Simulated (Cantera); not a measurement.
A freely propagating, adiabatic, planar premixed flame of CO : H2 : O2 : N2 = 1 : 0.42 : 1.04 : 3.91 (molar parts), equivalence ratio 0.68, unburnt at 550 K and 5.00 bar; mixture-averaged transport, grid criteria slope 0.08 and curve 0.16, no radiation.

Cantera simulation using GRI-Mech 3.0 (53 species, 325 reactions); the numbers are that mechanism's predictions, not measurements. The hydrogen kinetics of GRI-Mech 3.0 are dated; newer H2 mechanisms differ, most at raised pressure. Burning velocities carry a grid error of a few per cent, more on coarse grids.

Predict: laminar burning velocity; thermal thickness; peak x(HO2); peak x(H2O2).


```json
{
  "laminar_burning_velocity": "89.6 cm/s",
  "thermal_thickness": "0.115 mm",
  "peak x(HO2)": "0.000458",
  "peak x(H2O2)": "0.000114"
}
```
